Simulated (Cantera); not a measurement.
Source: NASA polynomial tables (part measured, part estimated), evaluated in Cantera. Values are per mole of reaction as written; species without (g) are pure solids or liquids, kept so even where they would boil at 1 bar.

a) V + O2(g) ⇌ VO2(g)
b) 2 Pb + O2(g) ⇌ 2 PbO(g)
c) 2 Si + O2(g) ⇌ 2 SiO(g)
d) 1.333 Ti + O2(g) ⇌ 0.6667 Ti2O3
e) 1.333 B + O2(g) ⇌ 0.6667 B2O3(g)
f) 0.6667 Cr + O2(g) ⇌ 0.6667 CrO3(g)
g) Nb + O2(g) ⇌ NbO2

**Question.** Order these by ΔG° at 775 K, most negative first.

**Answer.** d (-867 kJ), g (-652 kJ), e (-539 kJ), c (-337 kJ), a (-255 kJ), f (-160 kJ), b (36 kJ)
